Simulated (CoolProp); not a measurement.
Properties of C2F6 (R116) along the isobar 82.6 bar.

Model: reference Helmholtz-energy equation of state, Lemmon 2006, in CoolProp. It is a short technical equation, of lower accuracy than the large ones.

| T (°C) | phase | density (kg/m³) | speed of sound (m/s) | Prandtl number | fugacity coefficient |
|---|---|---|---|---|---|
| -28.95 | liquid | 1429 | 429.7 | 3.80 | 0.1158 |
| -19.45 | liquid | 1383 | 396.5 | 3.59 | 0.1485 |
| -9.95 | liquid | 1334 | 363.5 | 3.40 | 0.1857 |
| -0.45 | liquid | 1282 | 331.0 | 3.24 | 0.2267 |
| 9.05 | liquid | 1225 | 299.0 | 3.08 | 0.2711 |
| 18.65 | liquid | 1164 | 267.4 | 2.94 | 0.3184 |
| 28.15 | supercritical | 1097 | 237.4 | 2.80 | 0.3669 |
| 37.65 | supercritical | 1025 | 209.3 | 2.66 | 0.4159 |
| 47.15 | supercritical | 945.3 | 184.5 | 2.50 | 0.4645 |

Viscosity comes from a separate model (Huber 2003), an estimate that may be off by 10 % or more. Thermal conductivity comes from a separate model (Huber 2003), an estimate that may be off by 10 % or more.
